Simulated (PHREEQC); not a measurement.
A solution holds 0.024 mol/kgw Na2HPO4, at 25 °C. It is in equilibrium with CO2 at log p = -1 (atm). Otherwise closed; pH follows from the charge balance.

Model: ion-association model, phreeqc.dat, run in PHREEQC.

### Question
The ionic strength comes out as 0.0578 mol/kgw. What activity coefficients do HCO3-, NaHPO4-, HPO4-2, Na+, H2PO4- get?

### Answer
HCO3- 0.82, NaHPO4- 0.82, HPO4-2 0.44, Na+ 0.82, H2PO4- 0.82.

This is a speciation only: nothing precipitates in the calculation.
